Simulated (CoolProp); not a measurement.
Ethane at 298.15 K and 2.5 MPa is throttled through a valve to 0.753 MPa with no heat exchange. Each further row changes one setting.

Model: reference Helmholtz-energy equation of state, Bücker 2006, in CoolProp.

```tsv
case	temperature change (K)	final density (kg/m³)
as stated	-24.1	10.8
outlet pressure 0.226 MPa	-31.8	3.14
outlet pressure 0.979 MPa	-20.8	14.2
```
